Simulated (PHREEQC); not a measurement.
Solution (25 °C): 0.0825 mol/kgw H3PO4 and 0.014 mol/kgw KOH. Closed to the air; pH follows from the charge balance.

Model: ion-association model, phreeqc.dat, run in PHREEQC.

| Quantity | Result |
|---|---|
| pH | 1.85 |
| ionic strength | 0.0300 mol/kgw |
| specific conductance | 6770 µS/cm |
| total alkalinity | -68.5 meq/kg |

| species | molality | activity | log γ |
|---|---|---|---|
| H3PO4 | 0.0525 | 0.0529 | 0.003 |
| H2PO4- | 0.0300 | 0.0257 | -0.068 |
| H+ | 0.0160 | 0.0140 | -0.058 |
| K+ | 0.0140 | 0.0118 | -0.073 |
| HPO4-2 | 2.15e-7 | 1.14e-7 | -0.275 |
| KHPO4- | 3.07e-9 | 2.63e-9 | -0.068 |

Precipitation was switched off in this run.
